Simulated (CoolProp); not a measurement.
Values from CoolProp's reference Helmholtz-energy equation of state, Setzmann 1991.

Problem. For methane, give the phase and the cv (kJ/(kg K)), conductivity (mW/(m K)) at 455.3 K and 8620 kPa.

Solution. 
- 455.3 K and 8620 kPa: supercritical; cv 2.24, conductivity 64.0

Thermal conductivity comes from a separate model (Friend 1989).
